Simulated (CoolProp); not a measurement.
Nitrogen along the isobar 24.3 bar: Z from the reference equation and from simpler models built on Tc = 126.2 K, pc = 33.96 bar, ω = 0.037; each cubic takes its own stable root.

Computed with CoolProp (reference Helmholtz-energy equation of state, Span 2000).

```json
[
 {"T (K)": "76.7", "phase": "liquid", "reference": "0.1310", "Soave-Redlich-Kwong": "0.1304", "Peng-Robinson": "0.1156"},
 {"T (K)": "91.9", "phase": "liquid", "reference": "0.1198", "Soave-Redlich-Kwong": "0.1209", "Peng-Robinson": "0.1070"},
 {"T (K)": "107.1", "phase": "liquid", "reference": "0.1169", "Soave-Redlich-Kwong": "0.1222", "Peng-Robinson": "0.1081"},
 {"T (K)": "122.3", "phase": "gas", "reference": "0.6404", "Soave-Redlich-Kwong": "0.6412", "Peng-Robinson": "0.6165"},
 {"T (K)": "137.5", "phase": "gas", "reference": "0.7896", "Soave-Redlich-Kwong": "0.7868", "Peng-Robinson": "0.7643"},
 {"T (K)": "152.7", "phase": "gas", "reference": "0.8591", "Soave-Redlich-Kwong": "0.8578", "Peng-Robinson": "0.8374"},
 {"T (K)": "167.9", "phase": "gas", "reference": "0.9008", "Soave-Redlich-Kwong": "0.9011", "Peng-Robinson": "0.8827"},
 {"T (K)": "183.1", "phase": "gas", "reference": "0.9285", "Soave-Redlich-Kwong": "0.9299", "Peng-Robinson": "0.9131"},
 {"T (K)": "198.3", "phase": "gas", "reference": "0.9477", "Soave-Redlich-Kwong": "0.9500", "Peng-Robinson": "0.9348"},
 {"T (K)": "213.5", "phase": "gas", "reference": "0.9617", "Soave-Redlich-Kwong": "0.9645", "Peng-Robinson": "0.9506"},
 {"T (K)": "228.7", "phase": "gas", "reference": "0.9721", "Soave-Redlich-Kwong": "0.9753", "Peng-Robinson": "0.9625"},
 {"T (K)": "243.9", "phase": "gas", "reference": "0.9800", "Soave-Redlich-Kwong": "0.9834", "Peng-Robinson": "0.9717"},
 {"T (K)": "259.1", "phase": "gas", "reference": "0.9861", "Soave-Redlich-Kwong": "0.9896", "Peng-Robinson": "0.9788"},
 {"T (K)": "274.3", "phase": "gas", "reference": "0.9909", "Soave-Redlich-Kwong": "0.9944", "Peng-Robinson": "0.9844"},
 {"T (K)": "289.5", "phase": "gas", "reference": "0.9947", "Soave-Redlich-Kwong": "0.9982", "Peng-Robinson": "0.9889"}
]
```
